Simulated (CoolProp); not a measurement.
Saturated liquid density (kg/m³) of cyclopentane: the reference equation beside estimates from Tc = 238.6 °C, pc = 4.583 MPa, ω = 0.202.

Model: reference Helmholtz-energy equation of state, Gedanitz 2015, in CoolProp.

```
T (°C)  reference  van der Waals  Redlich-Kwong  Peng-Robinson
------  ---------  -------------  -------------  -------------
23.75       741.6          471.8          696.1          801.2
27.05       738.4          469.8          692.7            ___
30.35       735.1          467.8          689.2          794.5
33.55       731.9          465.9          685.8          791.2
36.85       728.5          463.8          682.3          787.7
40.05       725.3          461.8          678.8          784.2
43.35         ___          459.7          675.2          780.6
46.65       718.5          457.6            ___          777.0
49.85       715.2          455.5          667.9          773.3
53.15       711.8          453.3          664.1          769.6
56.35       708.4          451.2          660.4          765.8
```

Complete the blanks.


- 27.05, Peng-Robinson: 797.9
- 43.35, reference: 721.9
- 46.65, Redlich-Kwong: 671.5

Absolute difference from the reference over all 11 rows, mean and median: van der Waals 36.3 and 36.3 %, Redlich-Kwong 6.4 and 6.4 %, Peng-Robinson 8.1 and 8.1 %.
